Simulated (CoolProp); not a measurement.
Model: reference Helmholtz-energy equation of state, Thol 2017, in CoolProp.

Problem. For decamethyltetrasiloxane (MD2M), give the phase and the cp (kJ/(kg K)), cv (kJ/(kg K)), speed of sound (m/s) at 600 K and 0.362 bar; 600 K and 1.87 bar; 600 K and 9.71 bar.

Solution. 
- 600 K and 0.362 bar: gas; cp 2.04, cv 2.01, speed of sound 126
- 600 K and 1.87 bar: gas; cp 2.05, cv 2.01, speed of sound 121
- 600 K and 9.71 bar: gas; cp 2.40, cv 2.05, speed of sound 72.3
